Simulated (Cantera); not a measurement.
A closed system holds: 1 mol Si3N4, 0.62 mol N2O, a varied amount of H2, equilibrated at 13300 Pa.

Equilibrium computed with Cantera from the NASA thermochemical tables; the gas is ideal and each condensed phase is pure. Candidate condensed phases: H2O, Si, SiO2, Si2N2O, Si3N4; 35 gas species. Mutual solubility and eutectic melting of coexisting phases are not modelled. Equilibrium is a limit: real reactors are often held back by kinetics, nucleation or transport.

Stable condensed phases, one row left out:

```
T in K \ n(H2) in mol
         2.7 3.2 3.9 4.6 5.5 6.5 7.7 9.1  11  13  15
   1875    A   B   B   B   B   B   C   C   C   C   C
   1800    A   A   A   A   A   A   A   A   A   B   B
   1650    A   A   A   A   A   A   A   A   A   A   A
   1575    A   A   A   A   A   A   A   A   A   A   A
   1500    A   A   A   A   A   A   A   A   A   A   A
   1425    A   A   A   A   A   A   A   A   A   A   A
   1350    A   A   A   A   A   A   A   A   A   A   A
   1275    A   A   A   A   A   A   A   A   A   A   A
```

A: Si2N2O + Si3N4; B: Si + Si2N2O + Si3N4; C: Si + Si2N2O.

Give the row for 1725 K.

2.7: Si2N2O + Si3N4; 3.2: Si2N2O + Si3N4; 3.9: Si2N2O + Si3N4; 4.6: Si2N2O + Si3N4; 5.5: Si2N2O + Si3N4; 6.5: Si2N2O + Si3N4; 7.7: Si2N2O + Si3N4; 9.1: Si2N2O + Si3N4; 11: Si2N2O + Si3N4; 13: Si2N2O + Si3N4; 15: Si2N2O + Si3N4.
